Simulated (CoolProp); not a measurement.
Octamethylcyclotetrasiloxane (D4) at several states: fugacity coefficient from the reference equation and from simpler models built on Tc = 586.5 K, pc = 1.347 MPa, ω = 0.598; each cubic takes its own stable root.

Model: reference Helmholtz-energy equation of state, Thol 2015, in CoolProp.

| T (K) | p (MPa) | phase | reference | Redlich-Kwong | Soave-Redlich-Kwong |
|---|---|---|---|---|---|
| 542.3 | 0.0107 | gas | 0.9962 | 0.9966 | 0.9963 |
| 427.3 | 5.84 | liquid | 0.01678 | [?] | 0.01780 |
| 424.2 | 0.403 | liquid | [?] | 0.3574 | [?] |
| 522.5 | 0.0879 | gas | [?] | 0.9692 | [?] |
| 450.1 | 0.251 | liquid | 0.3918 | 0.8498 | 0.3962 |

Q: Fill in the missing entries.

A: 
- 427.3, Redlich-Kwong: 0.05019
- 424.2, reference: 0.1270
- 424.2, Soave-Redlich-Kwong: 0.1281
- 522.5, reference: 0.9647
- 522.5, Soave-Redlich-Kwong: 0.9658
